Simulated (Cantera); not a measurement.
Charge: 1 mol CO, 0.29 mol H2O, 14 mol N2, 1.7 mol CO2, at 79.0 bar.

Method: chemical equilibrium by Gibbs-energy minimisation in Cantera with the NASA 1993 tables (ideal gas, pure condensed phases). Candidate condensed phases: C, C6H6, C7H8, C8H18, H2O; 136 gas species. The ideal-gas law is rough above about 30 bar. The numbers say what is thermodynamically allowed, not how fast it happens.

### Question
At 2300 °C, list the 5 most abundant gas species with their mole fractions, and the condensed phases.

### Answer
N2 0.823, CO2 0.100, CO 0.0584, H2O 0.0154, H2 0.00140. Condensed: gas only.
